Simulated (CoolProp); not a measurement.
Computed with CoolProp (reference Helmholtz-energy equation of state, Lemmon 2006). It is a short technical equation, of lower accuracy than the large ones.

Task: For CH3F (R41), give the phase and the cp (kJ/(kg K)), cv (kJ/(kg K)), speed of sound (m/s), Joule-Thomson coefficient (K/MPa) at 241 K and 0.0177 MPa; 241 K and 0.0636 MPa.

Result: 
- 241 K and 0.0177 MPa: gas; cp 1.04, cv 0.787, speed of sound 277, Joule-Thomson coefficient 35.8
- 241 K and 0.0636 MPa: gas; cp 1.06, cv 0.801, speed of sound 276, Joule-Thomson coefficient 35.6
